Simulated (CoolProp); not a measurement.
Cyclopropane at 390.9 K and 1.57 MPa is throttled through a valve to 0.358 MPa with no heat exchange. Each further row changes one setting.

Values from CoolProp's reference Helmholtz-energy equation of state, Polt 1992. This equation is an older, rougher fit.

```
case                       temperature change (K)  final density (kg/m³)
-------------------------  ----------------------  ---------------------
as stated                                       …                      …
outlet pressure 0.107 MPa                       …                      …
outlet pressure 0.465 MPa                       …                      …
```

Task: What belongs in the gaps?

Result: 
- as stated, temperature change (K): -12.0
- as stated, final density (kg/m³): 4.91
- outlet pressure 0.107 MPa, temperature change (K): -14.6
- outlet pressure 0.107 MPa, final density (kg/m³): 1.45
- outlet pressure 0.465 MPa, temperature change (K): -10.9
- outlet pressure 0.465 MPa, final density (kg/m³): 6.41
